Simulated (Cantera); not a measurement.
Cantera run, input and output.

```python
import numpy as np
import cantera as ct

gas = ct.Solution("gri30.yaml")
gas.TPX = 1150, 800000, {'CH4': 1, 'O2': 5.41, 'N2': 20.3}
reactor = ct.IdealGasReactor(gas, energy="on", clone=False)
net = ct.ReactorNet([reactor])
net.rtol, net.atol = 1e-08, 1e-16
show = ['CH4', 'O2', 'CH2O', 'H', 'C2H6']
times = np.geomspace(4e-06, 2, 13)

steps = ct.SolutionArray(gas, extra=["t"])
rows = []
print(f"{'t/s':>10s}{'T/K':>9s}{'P/Pa':>11s}" + "".join(f"{s:>11s}" for s in show))
for t in times:
    while net.time < t:
        t_next = net.step()
        steps.append(gas.state, t=t_next)
    rows.append([np.interp(t, steps.t, y) for y in (steps.T, steps.P, *steps(*show).X.T)])
    print(f"{t:10.3e}{rows[-1][0]:9.1f}{rows[-1][1]:11.4g}" + "".join(f"{x:11.3e}" for x in rows[-1][2:]))
rate = np.gradient(steps.T, steps.t)
print("integrator steps:", len(steps.t))
if steps.T.max() > steps.T[0] + 200:
    print(f"time of steepest temperature rise: {steps.t[rate.argmax()]:.4e} s")
gas.TPX = 1150, 800000, {'CH4': 1, 'O2': 5.41, 'N2': 20.3}
gas.equilibrate("UV")
print(f"equilibrium (UV): T = {gas.T:.1f} K  " + "  ".join(f"{s} {gas[s].X[0]:.3e}" for s in show))
```

Output:

```
       t/s      T/K       P/Pa        CH4         O2       CH2O          H       C2H6
 4.000e-06   1150.0      8e+05  3.744e-02  2.025e-01  5.308e-11  6.374e-13  1.782e-14
 1.194e-05   1150.0      8e+05  3.744e-02  2.025e-01  4.797e-10  1.413e-12  4.840e-13
 3.564e-05   1150.0      8e+05  3.744e-02  2.025e-01  4.415e-09  3.995e-12  1.357e-11
 1.064e-04   1150.0      8e+05  3.744e-02  2.025e-01  4.377e-08  1.455e-11  4.368e-10
 3.175e-04   1150.0      8e+05  3.744e-02  2.025e-01  5.415e-07  8.334e-11  2.110e-08
 9.476e-04   1150.1  8.001e+05  3.743e-02  2.025e-01  8.526e-06  6.044e-10  1.327e-06
 2.828e-03   1151.0  8.007e+05  3.731e-02  2.024e-01  7.681e-05  2.633e-09  1.958e-05
 8.442e-03   2174.1  1.513e+06  2.364e-18  1.271e-01  4.308e-14  9.065e-06  8.218e-34
 2.520e-02   2170.0  1.511e+06  6.369e-22  1.264e-01  4.101e-14  8.764e-06  2.367e-40
 7.521e-02   2161.2  1.504e+06  5.362e-22  1.248e-01  3.687e-14  8.143e-06  1.722e-40
 2.245e-01   2152.0  1.498e+06  4.473e-22  1.232e-01  3.298e-14  7.538e-06  1.236e-40
 6.701e-01   2150.3  1.497e+06  4.319e-22  1.229e-01  3.227e-14  7.426e-06  1.157e-40
 2.000e+00   2150.2  1.497e+06  4.319e-22  1.229e-01  3.227e-14  7.426e-06  1.158e-40
integrator steps: 2123
time of steepest temperature rise: 7.5043e-03 s
equilibrium (UV): T = 2150.2 K  CH4 6.539e-22  O2 1.229e-01  CH2O 3.227e-14  H 7.426e-06  C2H6 1.837e-40
```

Detailed kinetics in Cantera: GRI-Mech 3.0 (53 species, 325 reactions).
